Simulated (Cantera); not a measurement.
Charge: 1 mol SiF4, 3.5 mol N2, 0.12 mol NH3, held at 29.0 mbar.

Equilibrium computed with Cantera from the NASA thermochemical tables; the gas is ideal and each condensed phase is pure. Candidate condensed phases: Si, Si3N4; 37 gas species. The tables' values for SiF3 are old estimates; treat these amounts as uncertain. The numbers say what is thermodynamically allowed, not how fast it happens.

### Question
At 1002 °C, list the 4 most abundant gas species with their mole fractions, and the condensed phases.

### Answer
N2 0.751, SiF4 0.209, H2 0.0369, HF 0.00167. Condensed: gas only.
